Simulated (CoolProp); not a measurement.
Model: reference Helmholtz-energy equation of state, Akasaka 2019, in CoolProp.

### Question
Give the vapour pressure (kPa), liquid density (kg/m³), vapour density (kg/m³) of saturated R1234ze(Z) at 343.1, 365.6 K.

### Answer
| T (K) | p (kPa) | liquid density (kg/m³) | vapour density (kg/m³) |
|---|---|---|---|
| 343.1 | 671 | 1090 | 32.6 |
| 365.6 | 1140 | 1010 | 57.5 |
